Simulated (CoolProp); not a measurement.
Vapour-liquid equilibrium of n-pentane (1) + toluene (2) at 239 kPa; x and y are mole fractions of (1).

Computed with CoolProp (multi-fluid Helmholtz-energy mixture model, Thol 2019 and Lemmon 2006; pair parameters Bell 2016).

| x | bubble temperature, mixture model (K) | bubble temperature, Raoult's law (K) | y, mixture model | y, Raoult's law |
|---|---|---|---|---|
| 0.05 | 404.8 | 407.2 | 0.276 | 0.250 |
| 0.2 | 380.1 | 385.3 | 0.670 | 0.646 |
| 0.35 | 365.8 | 370.3 | 0.816 | 0.815 |
| 0.5 | 356.4 | 359.4 | 0.888 | 0.900 |
| 0.65 | 349.5 | 351.0 | 0.932 | 0.947 |
| 0.8 | 343.7 | 344.2 | 0.965 | 0.976 |
| 0.95 | 338.6 | 338.6 | 0.992 | 0.995 |

The largest gap from Raoult's law is -5.2 K in bubble temperature, at x = 0.2. No azeotrope shows between x = 0.05 and 0.95.

Pair parameters are fitted to limited data, so mixtures are less certain than the pure fluids.
